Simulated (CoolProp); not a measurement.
Values from CoolProp's reference Helmholtz-energy equation of state, Akasaka 2023.

Problem. Give the vapour pressure (bar), liquid density (kg/m³), vapour density (kg/m³), liquid cp (kJ/(kg K)) of saturated R1336mzz(E) at 51.95, 63.55 °C.

Solution. 
| T (°C) | p (bar) | liquid density (kg/m³) | vapour density (kg/m³) | liquid cp (kJ/(kg K)) |
|---|---|---|---|---|
| 51.95 | 4.55 | 1240 | 32.3 | 1.29 |
| 63.55 | 6.27 | 1190 | 44.9 | 1.32 |
